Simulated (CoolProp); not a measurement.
Vapour-liquid equilibrium of carbon dioxide (1) + R142b (2) at 236.3 K; x and y are mole fractions of (1).

Model: multi-fluid Helmholtz-energy mixture model, Span 1996 and Lemmon 2006; pair parameters Bell 2016, in CoolProp.

```json
[
 {"x": "0.05", "bubble pressure (MPa)": "0.07301", "y at the bubble point": "0.627", "dew pressure at overall composition x (MPa)": "0.02964", "liquid density (mol/L)": "12.84"},
 {"x": "0.2", "bubble pressure (MPa)": "0.2329", "y at the bubble point": "0.897", "dew pressure at overall composition x (MPa)": "0.03507", "liquid density (mol/L)": "14.03"},
 {"x": "0.35", "bubble pressure (MPa)": "0.4092", "y at the bubble point": "0.950", "dew pressure at overall composition x (MPa)": "0.04291", "liquid density (mol/L)": "15.40"},
 {"x": "0.5", "bubble pressure (MPa)": "0.5810", "y at the bubble point": "0.971", "dew pressure at overall composition x (MPa)": "0.05523", "liquid density (mol/L)": "17.00"},
 {"x": "0.65", "bubble pressure (MPa)": "0.7412", "y at the bubble point": "0.982", "dew pressure at overall composition x (MPa)": "0.07749", "liquid density (mol/L)": "18.89"},
 {"x": "0.8", "bubble pressure (MPa)": "0.8968", "y at the bubble point": "0.990", "dew pressure at overall composition x (MPa)": "0.1300", "liquid density (mol/L)": "21.17"},
 {"x": "0.95", "bubble pressure (MPa)": "1.064", "y at the bubble point": "0.998", "dew pressure at overall composition x (MPa)": "0.4094", "liquid density (mol/L)": "23.98"}
]
```

No azeotrope shows between x = 0.05 and 0.95.

Pair parameters are fitted to limited data, so mixtures are less certain than the pure fluids. The gap from Raoult's law changes sign with composition, which may be real or a fault of the pair parameters; it wasn't checked against measurements.
